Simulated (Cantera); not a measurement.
What does this Cantera script print?

```python
import numpy as np
import cantera as ct

gas_names = """
    C CH CH2 CH3 CH2OH CH3O CH4 CH3OH CO CO2 COOH C2 C2H CHCO,ketyl C2H2,acetylene C2H2,vinylidene
    CH2CO,ketene C2H3,vinyl CH3CO,acetyl C2H4 C2H4O,ethylen CH3CHO,ethanal CH3COOH (HCOOH)2 C2H5 C2H6
    CH3OCH3 C2H5OH C2O C3 C3H3,propargyl C3H4,allene C3H4,propyne C3H4,cyclo- C3H5,allyl C3H6,propylene
    C3H6,cyclo- C3H6O C3H7,n-propyl C3H7,i-propyl C3H8 C3H8O,1propanol C3H8O,2propanol C3O2 C4 C4H2
    C4H4,1,3-cyclo- C4H6,butadiene C4H6,2-butyne C4H6,cyclo- C4H8,1-butene C4H8,cis2-buten
    C4H8,tr2-butene C4H8,isobutene C4H8,cyclo- (CH3COOH)2 C4H9,n-butyl C4H9,i-butyl C4H9,s-butyl
    C4H9,t-butyl C4H10,isobutane C4H10,n-butane C5 C5H6,1,3cyclo- C5H8,cyclo- C5H10,1-pentene
    C5H10,cyclo- C5H11,pentyl C5H11,t-pentyl C5H12,n-pentane C5H12,i-pentane CH3C(CH3)2CH3 C6H2
    C6H5,phenyl C6H5O,phenoxy C6H6 C6H5OH,phenol C6H10,cyclo- C6H12,1-hexene C6H12,cyclo- C6H13,n-hexyl
    C7H7,benzyl C7H8 C7H8O,cresol C7H14,1-heptene C7H15,n-heptyl C7H16,n-heptane C8H8,styrene
    C8H10,ethylbenz C8H16,1-octene C8H17,n-octyl C8H18,isooctane C8H18,n-octane C9H19,n-nonyl
    C10H8,naphthale C10H21,n-decyl C12H9,o-bipheny C12H10,bipheny H HCO HO2 H2 HCHO,formaldehy HCOOH H2O
    H2O2 O OH O2 O3 Si SiC SiC2 SiC4H12 SiH SiH2 SiH3 SiH4 SiO SiO2 Si2 Si2C Si3
""".split()
cond_names = """
    C(gr) C6H6(L) C7H8(L) C8H18(L),n-octa H2O(s) H2O(L) Si(cr) Si(L) SiC(b) SiO2(Lqz) SiO2(hqz) SiO2(L)
""".split()


def load(file, names, dense=False):
    # The tables refer to 1 bar. Condensed volumes are neglected.
    table = {s.name: s for s in ct.Species.list_from_file(file)}
    out = []
    for n in names:
        d = dict(table[n].input_data)
        d["thermo"] = dict(d["thermo"], **{"reference-pressure": 1e5})
        if dense:
            d["equation-of-state"] = {"model": "constant-volume", "density": "1e6 g/cm^3"}
        out.append(ct.Species.from_dict(d))
    return out


gas = ct.Solution(thermo="ideal-gas", species=load("nasa_gas.yaml", gas_names))
cond = {s.name: ct.Solution(thermo="fixed-stoichiometry", species=[s], name=s.name)
        for s in load("nasa_condensed.yaml", cond_names, dense=True)}
atoms = {
    'HMDSO': {'Si': 2, 'C': 6, 'H': 18, 'O': 1},
    'O2': {'O': 2},
    'H2': {'H': 2},
}
top_T = {'C(gr)': 4500, 'SiC(b)': 3050}  # K; cautious upper limits of use, not melting points


def equilibrate(T, P, feed):
    n = {}
    for name, mol in feed.items():
        for a, k in atoms[name].items():
            n[a] = n.get(a, 0.0) + k * mol
    gas.TPX = T, P, n
    mass = sum(n.values()) * gas.mean_molecular_weight
    gas.equilibrate("TP")
    valid = [c for c in cond.values() if c.min_temp <= T <= top_T.get(c.name, c.max_temp)]
    mix = ct.Mixture([(gas, mass / gas.mean_molecular_weight)] + [(c, 0.0) for c in valid])
    mix.T, mix.P = T, P
    mix.equilibrate("TP", solver="vcs", rtol=1e-11, max_steps=5000)
    return mix


results = []
feed = {'HMDSO': 1, 'O2': 0.18, 'H2': 0.98}  # mol
P = 120  # Pa
for T in [748, 848, 948, 1048, 1148, 1248, 1348, 1448, 1548, 1648, 1748, 1848, 1948, 2048]:
    mix = equilibrate(T, P, feed)
    results.append((T, P, feed, dict(zip(mix.species_names, mix.species_moles))))

top = {s: max(r[3][s] / sum(r[3][g] for g in gas_names) for r in results) for s in gas_names}
cols = sorted((s for s in top if top[s] > 1e-06), key=lambda s: -top[s])[:7]
seen = [c for c in cond_names if any(r[3].get(c, 0) > 1e-12 for r in results)]
print("log10 of partial pressures in bar; condensed amounts in mol")
print(f"{'T/K':>10s}" + "".join(f"{s[:9]:>10s}" for s in cols + seen))
for T, P, feed, n in results:
    ng = sum(n[g] for g in gas_names)
    print(f"{T:10.4g}" + "".join(f"{np.log10(max(n[s] / ng * P / 1e5, 1e-99)):10.3f}" for s in cols)
          + "".join(f"{n.get(c, 0):10.4g}" for c in seen))
```

Result:

```
log10 of partial pressures in bar; condensed amounts in mol
       T/K        H2        CO         H        Si       CH4       SiO C2H2,acet     C(gr)    SiC(b) SiO2(Lqz) SiO2(hqz)
       748    -2.923   -12.282   -14.002   -28.340    -5.325   -17.775   -15.838     4.641      1.32      0.68         0
       848    -2.921    -9.758   -12.181   -24.041    -6.036   -14.590   -13.974     4.672      1.32         0      0.68
       948    -2.921    -7.776   -10.741   -20.653    -6.607   -12.089   -12.509     4.678      1.32         0    0.6799
      1048    -2.921    -6.177    -9.573   -17.915    -7.076   -10.071   -11.326     4.671     1.323         0    0.6772
      1148    -2.926    -4.860    -8.608   -15.656    -7.475    -8.410   -10.356     4.506     1.378         0    0.6219
      1248    -2.976    -3.842    -7.819   -13.761    -7.905    -7.103    -9.590     2.641     1.999         0         0
      1348    -2.976    -3.842    -7.124   -12.150    -8.187    -6.858    -8.896     2.643     1.999         0         0
      1448    -2.976    -3.843    -6.524   -10.763    -8.430    -6.648    -8.299     2.644     1.998         0         0
      1548    -2.977    -3.843    -6.000    -9.556    -8.641    -6.466    -7.781     2.646     1.997         0         0
      1648    -2.977    -3.844    -5.539    -8.498    -8.828    -6.307    -7.327     2.648     1.995         0         0
      1748    -2.979    -3.845    -5.131    -7.562    -8.995    -6.168    -6.926     2.651     1.993         0         0
      1848    -2.983    -3.848    -4.767    -6.728    -9.148    -6.045    -6.572     2.654     1.989         0         0
      1948    -2.991    -3.852    -4.442    -5.981    -9.293    -5.937    -6.260     2.662     1.978         0         0
      2048    -3.007    -3.861    -4.153    -5.307    -9.440    -5.845    -5.986     2.696     1.931         0         0
```

Method: chemical equilibrium by Gibbs-energy minimisation in Cantera with the NASA 1993 tables (ideal gas, pure condensed phases). The feed counts by its element totals alone. Mutual solubility and eutectic melting of coexisting phases are not modelled. The tables hold silica as quartz up to 1696 K and as liquid above; real silica turns to tridymite and cristobalite and melts near 1996 K.
